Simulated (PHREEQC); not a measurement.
0.52 g of hydrous ferric oxide (600 m²/g; 0.2 weak and 0.005 strong sites per Fe, Dzombak-Morel constants, diffuse double layer) in 1 kg of water with 0.1 mol/kgw of an inert sodium salt and 2.1e-05 mol/kgw H3BO3 and 1.1e-05 mol/kgw SrCl2, at 25 °C; the pH is set by adding NaOH or the inert anion's acid. O2 is buffered at 0.21 atm. No CO2 enters from the air. Precipitation was switched off in this run.

Base run: PHREEQC, ion-association model, wateq4f.dat. Each further column changes one thing. The table gives B sorbed (%).

```tsv
pH	base	no electrostatic term (-no_edl)	background salt from 0.1 to 0.01 mol/kgw	oxide from 0.52 to 2.6 g/kgw	0.00031 mol/kgw PbCl2 added
3	0.0	0.0	0.1	0.0	0.0
4	0.1	0.0	0.2	0.3	0.1
4.5	0.1	0.0	0.3	[?]	0.1
5	0.2	0.0	0.3	1.0	0.2
6	0.3	0.0	0.4	[?]	0.3
7	0.4	0.2	0.4	1.8	0.3
7.5	0.4	0.3	0.4	1.8	0.3
8	0.4	0.4	0.4	[?]	0.2
9	0.2	0.1	0.2	1.0	0.1
```

Task: Fill in the missing entries.

Result: 
- 4.5, oxide from 0.52 to 2.6 g/kgw: 0.6
- 6, oxide from 0.52 to 2.6 g/kgw: 1.6
- 8, oxide from 0.52 to 2.6 g/kgw: 1.7

The oxide is taken as insoluble; below pH 4 it would dissolve. In at least one series the solution becomes supersaturated in solids that the run did not let form, among them Pb(OH)2.
